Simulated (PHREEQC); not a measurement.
Dissolve 0.049 mol/kgw HCl and 0.012 mol/kgw CuSO4 at 25 °C. It is in equilibrium with CO2 at log p = -2 (atm). Otherwise closed; pH follows from the charge balance.

The numbers come from PHREEQC with the ion-association model, wateq4f.dat.

Precipitation was switched off in this run.

### Question
Predict the pH, ionic strength.

### Answer
pH 1.45; ionic strength 0.0769 mol/kgw.

### Question
In which forms is Cl present?

### Answer
Cl- 99 %, CuCl+ 1.1 % of the Cl.

Species that the database lacks are ignored.
